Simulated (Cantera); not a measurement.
Input: 1 mol B2H6, 8.3 mol NH3, 1.9 mol H2, equilibrated at 1448.15 K and 0.133 bar.

Equilibrium computed with Cantera from the NASA thermochemical tables; the gas is ideal and each condensed phase is pure. Candidate condensed phases: B, BN; 15 gas species. The feed counts by its element totals alone. Rates play no part.

Base state: H2 0.846, N2 0.154, H 2.33e-5 (mole fractions); condensed: BN(s).

Task: What changes in the equilibrium state with this change: temperature from 1448.15 K to 2398.15 K?

Result: 
```
species      before     after
----------  -------  --------
H2            0.846     0.807
N2            0.154     0.152
H           2.33e-5    0.0388
BH2         1.21e-9   0.00228
B             <1e-9  0.000224
BH            <1e-9   4.95e-5
BH3           <1e-9   2.01e-5
BN            <1e-9   1.46e-5
BN(s), mol     2.00      1.95
```
The tables' values for BH2 are old estimates; treat these amounts as uncertain. Gases not in the tables: B2H6 and higher boranes.
